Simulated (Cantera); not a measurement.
## N2O furnace oxynitridation

A perfectly stirred reactor is fed with 84.0 % N2O, 16.0 % O2, at 101000 Pa; it is held at 1225 K, and followed from long to short residence time.

Cantera simulation using GRI-Mech 3.0 (53 species, 325 reactions); the numbers are that mechanism's predictions, not measurements. GRI-Mech 3.0 was tuned for natural gas; its chemistry of N2O as a main component is partial and can be far from experiment. The mechanism lacks the step 2 NO + O2 → 2 NO2, which can matter for NO2 below about 1400 K. The temperature is held fixed by assumption; the heat of reaction is taken as removed at once.

```csv
τ (s),x N2O,x O2,x O,x N2,x NO
0.94,0.403,0.274,1.85e-6,0.293,0.0297
0.53,0.512,0.245,2.06e-6,0.219,0.0237
0.30,0.611,0.219,2.22e-6,0.153,0.0172
0.17,0.690,0.198,2.34e-6,0.1000,0.0116
0.094,0.749,0.183,2.42e-6,0.0609,0.00720
0.053,0.786,0.174,2.46e-6,0.0364,0.00435
0.030,0.808,0.168,2.49e-6,0.0213,0.00256
0.017,0.822,0.164,2.51e-6,0.0123,0.00149
0.0094,0.830,0.162,2.51e-6,0.00688,0.000834
0.0053,0.834,0.161,2.52e-6,0.00390,0.000474
0.0030,0.837,0.161,2.52e-6,0.00221,0.000270
```
x: mole fraction; the columns are a selection and need not sum to one.
